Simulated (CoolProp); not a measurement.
Benzene at 371.09 K and 0.131 MPa is compressed adiabatically to 0.327 MPa with isentropic efficiency 0.75. Each further row changes one setting.

The numbers come from the reference Helmholtz-energy equation of state, Thol 2012 in CoolProp.

| case | work (kJ/kg) | final temperature (K) | final density (kg/m³) |
|---|---|---|---|
| as stated | ? | 408.3 | 8.09 |
| efficiency 1 | ? | ? | 8.29 |
| efficiency 0.65 | ? | 413.0 | ? |

Fill in the missing entries.


- as stated, work (kJ/kg): 47.4
- efficiency 1, work (kJ/kg): 35.5
- efficiency 1, final temperature (K): 400.6
- efficiency 0.65, work (kJ/kg): 54.7
- efficiency 0.65, final density (kg/m³): 7.97
